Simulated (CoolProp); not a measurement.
A closed Brayton cycle with carbon dioxide: compressor inlet 323.15 K and 8.3 MPa, high pressure 17 MPa, turbine inlet 975 K, compressor efficiency 0.89, turbine efficiency 0.9, recuperator effectiveness 0.9 (on enthalpy, no pinch check). Each further row changes one setting.

Values from CoolProp's reference Helmholtz-energy equation of state, Span 1996.

```
case                           thermal efficiency (%)  net work (kJ/kg)  compressor to turbine work  compressor exit (K)  turbine exit (K)
-----------------------------  ----------------------  ----------------  --------------------------  -------------------  ----------------
as stated                                        34.7              82.9                        0.28                380.6             878.7
turbine inlet 925 K                              33.8        (withheld)                        0.29                380.6             832.1
compressor inlet 333.15 K                        34.4              78.2                        0.32                395.1             878.7
high pressure 14.4 MPa                     (withheld)              65.5                  (withheld)                367.1             900.5
recuperator effectiveness 0.5              (withheld)              82.9                        0.28                380.6             878.7
```

Problem. Fill in the missing entries.

Solution. 
- turbine inlet 925 K, net work (kJ/kg): 76.6
- high pressure 14.4 MPa, thermal efficiency (%): 31.6
- high pressure 14.4 MPa, compressor to turbine work: 0.27
- recuperator effectiveness 0.5, thermal efficiency (%): 17.5
